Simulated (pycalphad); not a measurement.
All values are pycalphad results on the COST 507 light-alloy database (1999) (1 atm), not direct measurements. The database dates from 1999; later assessments differ in places, in temperatures and in the compounds included. The system is extrapolated from its subsystems; higher-order compounds may be missing. Amounts are mole fractions of atoms.

Problem. Give the equilibrium state of Al-0.25Sn-0.47Si (at.%) at 690 K.

Solution. fcc, fraction 0.996, with 0.06 Sn, 0.31 Si at.%; liquid, fraction 0.002, with 86.5 Sn, 0.02 Si at.%; diamond (Si), fraction 0.002, with <0.01 Sn, >99.99 Si at.%.

Problem. Give the equilibrium state of Al-0.25Sn-0.47Si (at.%) at 890 K.

Solution. fcc, fraction 0.963, with 0.11 Sn, 0.36 Si at.%; liquid, fraction 0.037, with 3.9 Sn, 3.2 Si at.%.
